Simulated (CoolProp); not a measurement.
cis-2-butene along the isotherm 153.05 °C: Z from the reference equation and from simpler models built on Tc = 162.6 °C, pc = 42.36 bar, ω = 0.202; each cubic takes its own stable root.

Model: reference Helmholtz-energy equation of state, Lemmon 2005, in CoolProp. It is a short technical equation, of lower accuracy than the large ones.

```csv
p (bar),phase,reference
1.77,gas,0.9842
3.53,gas,0.9681
5.3,gas,0.9515
7.06,gas,0.9346
8.83,gas,0.9171
10.6,gas,0.8991
12.4,gas,0.8802
14.1,gas,0.8618
15.9,gas,0.8416
17.7,gas,0.8205
19.4,gas,0.7999
21.2,gas,0.7769
```

Problem. How far does each simpler model (Pitzer virial, van der Waals, Soave-Redlich-Kwong, Peng-Robinson) lie from the reference over these 12 states: mean and median of the absolute difference, and the worst?

Solution. 
- Pitzer virial: mean 1.5 %, median 1.0 %, worst +4.7 % at 153.05 °C and 21.2 bar
- van der Waals: mean 2.2 %, median 2.0 %, worst +4.8 % at 153.05 °C and 21.2 bar
- Soave-Redlich-Kwong: mean 0.5 %, median 0.4 %, worst +1.1 % at 153.05 °C and 21.2 bar
- Peng-Robinson: mean 0.7 %, median 0.8 %, worst -1.2 % at 153.05 °C and 21.2 bar
